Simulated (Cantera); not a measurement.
Input: 1 mol PbO, 15 mol N2, at 227 °C and 13.3 mbar.

These are equilibrium values from Cantera (NASA tables, ideal gas, pure condensed phases), not measurements of a reactor. Candidate condensed phases: Pb, PbO, PbO2, Pb3O4; 12 gas species. The numbers say what is thermodynamically allowed, not how fast it happens.

Base state: N2 1.00 (mole fractions); condensed: PbO(red).

**Question.** What changes in the equilibrium state with this change: PbO replaced by HgO?

**Answer.** 
```json
[
 {"species": "N2", "before": "1.00", "after": "0.947"},
 {"species": "Hg", "before": "0", "after": "0.0357"},
 {"species": "O2", "before": "<1e-9", "after": "0.0178"},
 {"species": "PbO(red), mol", "before": "1.00", "after": "0"},
 {"species": "HgO(s), mol", "before": "0", "after": "0.435"}
]
```
Further candidate phases: Hg, HgO.
